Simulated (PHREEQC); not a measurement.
Make-up at 25 °C: 7.4 mmol/kgw HF, 0.061 mmol/kgw KF and 0.1 mmol/kgw (NH4)2SiF6. Closed to the air; pH follows from the charge balance.

Equilibrium calculation in PHREEQC: ion-association model, wateq4f.dat.

Each row changes one thing in this solution. No solid was allowed to form.

| case | pH | ionic strength (mol/kgw) | HF (mol/kgw) | F- (mol/kgw) | H2F2 (mol/kgw) | HF2- (mol/kgw) | SI of Quartz (SiO2) |
|---|---|---|---|---|---|---|---|
| as made | 2.73 | 0.00232 | 0.00526 | 0.00198 | 7.20e-5 | 4.00e-5 | -3.02 |
| 0.004 mol/kgw NaI added | 2.73 | 0.00637 | 0.00521 | 0.00203 | 7.07e-5 | 4.06e-5 | -3.05 |
| diluted 100-fold with water | 4.16 | 7.30e-5 | 7.57e-6 | 7.30e-5 | 1.49e-10 | 2.12e-9 | -2.02 |
| (NH4)2SiF6 from 0.0001 to 0.001 mol/kgw | 2.73 | 0.00506 | 0.00522 | 0.00202 | 7.12e-5 | 4.05e-5 | -2.04 |
| temperature from 25 to 20 °C | 2.71 | 0.00239 | 0.00516 | 0.00205 | 8.30e-5 | 3.91e-5 | -3.30 |

SiF6-2 is the database's only silicon fluoride.
